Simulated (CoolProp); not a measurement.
A simple Rankine cycle with tetrahydrofuran: condensing at 306.15 K, boiler at 1.03 MPa, turbine inlet 438.7 K, turbine efficiency 0.8, pump efficiency 0.7, no recuperator. Each further row changes one setting.

The numbers come from the reference Helmholtz-energy equation of state, Fiedler 2023 in CoolProp.

| case | thermal efficiency (%) | net work (kJ/kg) | heat in (kJ/kg) | turbine exit temperature (K) | volume ratio over the turbine |
|---|---|---|---|---|---|
| as stated | 19.1 | 114 | 598 | 342.8 | 30.8 |
| turbine inlet 458.7 K | 19.3 | 122 | 634 | 364.6 | 30.6 |
| condensing temperature 298.15 K | 20.3 | 124 | 612 | 334.7 | 42.3 |
| boiler pressure 0.721 MPa | 17.7 | 107 | 606 | 355.1 | 21.1 |
| turbine efficiency 0.7 | 16.7 | 99.9 | 598 | 354.2 | 31.8 |
